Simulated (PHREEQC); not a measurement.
Solution (20 °C): 0.005 mol/kgw HNO3, 0.00028 mol/kgw CuSO4 and 0.00071 mol/kgw CuCl2. Closed to the air; pH follows from the charge balance.

The numbers come from PHREEQC with the ion-association model, phreeqc.dat.

The ionic strength comes out as 0.00805 mol/kgw. What activity coefficients do Cl-, SO4-2, Cu+2, NO3-, CuCl+ get?

Cl- 0.91, SO4-2 0.69, Cu+2 0.70, NO3- 0.91, CuCl+ 0.91.

Precipitation was switched off in this run.
